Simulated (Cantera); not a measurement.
A perfectly stirred reactor is fed with 0.910 % CH₄, 94.8 % H₂, 0.0398 % N₂, 4.27 % H₂O, at 135 Torr; it is held at 2523 K, and followed from long to short residence time.

Cantera simulation using GRI-Mech 3.0 (53 species, 325 reactions); the numbers are that mechanism's predictions, not measurements.

### Question
Predict: x(CH₄) at τ = 12.0 s; x(H₂) at τ = 12.0 s; x(CH₄) at τ = 0.150 s; x(H₂) at τ = 0.150 s; x(C₂H₂) at τ = 0.150 s.

### Answer
- x(CH₄) at τ = 12.0 s: 6.42e-8
- x(H₂) at τ = 12.0 s: 0.897
- x(CH₄) at τ = 0.150 s: 5.99e-6
- x(H₂) at τ = 0.150 s: 0.900
- x(C₂H₂) at τ = 0.150 s: 2.37e-7
